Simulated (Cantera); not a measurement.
Cantera run:

```python
import numpy as np
import cantera as ct

gas_names = """
    SO3 SO2 Ca
""".split()
cond_names = """
    CaS(s) S(cr1) S(cr2) S(L) CaO(s) CaO(L)
""".split()


# ... load() reads the species with a 1 bar reference pressure and builds the phases ...
species = {s.name: s for s in load("nasa_gas.yaml", gas_names) + load("nasa_condensed.yaml", cond_names)}
# Each term lists the table entries of one substance; the one whose range holds T is used.
reactions = {
    '2 SO3(g) + CaS = 3 SO2(g) + Ca(g)':
        [(-2, ['SO3']), (-1, ['CaS(s)']), (3, ['SO2']), (1, ['Ca'])],
    '2 Ca(g) + SO2(g) = S + 2 CaO':
        [(-2, ['Ca']), (-1, ['SO2']), (1, ['S(cr1)', 'S(cr2)', 'S(L)']), (2, ['CaO(s)', 'CaO(L)'])],
}


def pick(names, T):
    return next(species[n] for n in names if species[n].thermo.min_temp <= T <= species[n].thermo.max_temp)


results = []
for label, terms in reactions.items():
    print(label)
    print("     T/K   dH/kJ  dS/(J/K)   dG/kJ   log10 K")
    for T in [300, 673, 723, 773, 823, 873, 923, 973, 1023]:
        used = [(nu, pick(names, T)) for nu, names in terms]
        dH = sum(nu * s.thermo.h(T) for nu, s in used) / 1e6
        dS = sum(nu * s.thermo.s(T) for nu, s in used) / 1e3
        dG = dH - T * dS / 1e3
        logK = -dG * 1e6 / (ct.gas_constant * T * np.log(10))
        results.append((label, T, dH, dS, dG, logK, [s.name for _, s in used]))
        print(f"{T:8g} {dH:8.1f} {dS:8.1f} {dG:8.1f} {logK:8.2f}")
```

It prints:

```
2 SO3(g) + CaS = 3 SO2(g) + Ca(g)
     T/K   dH/kJ  dS/(J/K)   dG/kJ   log10 K
     300    552.0    329.3    453.2   -78.91
     673    546.3    317.6    332.6   -25.81
     723    545.4    316.2    316.8   -22.88
     773    544.4    314.9    301.0   -20.34
     823    543.3    313.6    285.3   -18.10
     873    542.3    312.4    269.6   -16.13
     923    541.2    311.2    254.0   -14.38
     973    540.2    310.0    238.5   -12.80
    1023    539.1    309.0    223.0   -11.39
2 Ca(g) + SO2(g) = S + 2 CaO
     T/K   dH/kJ  dS/(J/K)   dG/kJ   log10 K
     300  -1328.9   -449.3  -1194.1   207.91
     673  -1310.8   -410.3  -1034.7    80.30
     723  -1308.7   -407.3  -1014.2    73.27
     773  -1306.7   -404.6   -993.9    67.16
     823  -1304.6   -402.0   -973.8    61.80
     873  -1302.4   -399.4   -953.7    57.06
     923  -1300.2   -396.9   -933.8    52.85
     973  -1297.9   -394.5   -914.0    49.07
    1023  -1295.7   -392.3   -894.4    45.67
```

Cantera with NASA thermochemical tables; ideal gases at 1 bar, condensed phases pure. Condensed species are held in their standard states even where they would react or evaporate.
